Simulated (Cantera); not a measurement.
Charge: 1 mol SiHCl3, 11 mol N2, 0.74 mol HCl, at 0.0610 bar.

These are equilibrium values from Cantera (NASA tables, ideal gas, pure condensed phases), not measurements of a reactor. Candidate condensed phases: NH4Cl, Si, Si3N4; 28 gas species. N2 is the only nitrogen source here; it is nearly inert below about 1500 K, so the nitride shown seldom forms there in practice. Rates play no part.

Task: What share of the Si ends up in condensed phases as a function of T (K), at 1048, 1098, 1148, 1198, 1248, 1298, 1348, 1398, 1448, 1498, 1548, 1598, 1648, 1698?

Result: 
| T (K) | Si condensed (%) | as |
|---|---|---|
| 1048 | 39.5 | Si3N4(s) |
| 1098 | 39.9 | Si3N4(s) |
| 1148 | 40.3 | Si3N4(s) |
| 1198 | 40.4 | Si3N4(s) |
| 1248 | 40.4 | Si3N4(s) |
| 1298 | 39.8 | Si3N4(s) |
| 1348 | 38.3 | Si3N4(s) |
| 1398 | 35.2 | Si3N4(s) |
| 1448 | 29.6 | Si3N4(s) |
| 1498 | 20.8 | Si3N4(s) |
| 1548 | 9.0 | Si3N4(s) |
| 1598 | 0.0 | - |
| 1648 | 0.0 | - |
| 1698 | 0.0 | - |
